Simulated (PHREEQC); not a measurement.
# Metal-bearing waste water: speciation

Dissolve 0.0022 mol FeCl3, 0.018 mol NiCl2 and 0.0098 mol Na2SO4 per kg of water at 25 °C. Closed to the air; pH follows from the charge balance.

Computed with PHREEQC (ion-association model, wateq4f.dat).

No solid was allowed to form.

Estimate the pH.

pH 3.12.

In which forms is S present?

SO4-2 58 %, NiSO4 27 %, FeSO4+ 9.8 %, NaSO4- 2.3 %, HSO4- 2.2 %, Fe(SO4)2- 1.0 % of the S.

Examples of supersaturated solids here: Jarosite-Na, Hematite (slow to form). Others may be too. Complexes and solids missing from the database can't appear.
